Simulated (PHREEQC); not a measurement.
LiOH is added in steps, without added water, to 1 kg of water holding 0.0032 mol/kgw Pb(NO3)2 and 0.00027 mol/kgw Na2SO4, at 25 °C. Oxygen alone is held at its pressure in air (log pO2 = -0.68). CO2 from the air is kept out. The run lets Anglesite, Pb(OH)2 precipitate or redissolve, and no other solid.

Base run: PHREEQC, ion-association model, phreeqc.dat. Each further column changes one thing. The table gives pH.

```
LiOH added (mol)   base  diluted 5-fold with water  Pb(NO3)2 replaced by Fe(NO3)3 at the same molality
----------------  -----  -------------------------  --------------------------------------------------
0                  5.20                       5.50                                                2.06
0.0004438          5.46                       5.81                                                2.08
0.001331           5.49                        ___                                                2.13
0.001775           5.51                      10.67                                                2.15
0.002662           5.57                      11.11                                                 ___
0.003106           5.60                      11.23                                                2.23
0.003994           5.67                      11.40                                                 ___
0.004437           5.73                      11.46                                                2.33
0.005325           5.89                        ___                                                2.41
0.005769           6.00                        ___                                                2.46
0.006656          10.36                        ___                                                2.58
0.0071            10.80                      11.72                                                 ___
```

**Question.** Some entries are withheld; supply them.

**Answer.** 
- 0.001331, diluted 5-fold with water: 9.69
- 0.002662, Pb(NO3)2 replaced by Fe(NO3)3 at the same molality: 2.20
- 0.003994, Pb(NO3)2 replaced by Fe(NO3)3 at the same molality: 2.30
- 0.005325, diluted 5-fold with water: 11.57
- 0.005769, diluted 5-fold with water: 11.61
- 0.006656, diluted 5-fold with water: 11.69
- 0.0071, Pb(NO3)2 replaced by Fe(NO3)3 at the same molality: 2.65

The database's Pb(OH)2 solid is less soluble than what usually precipitates.  Solids allowed in the column 'Pb(NO3)2 replaced by Fe(NO3)3 at the same molality': Hematite.
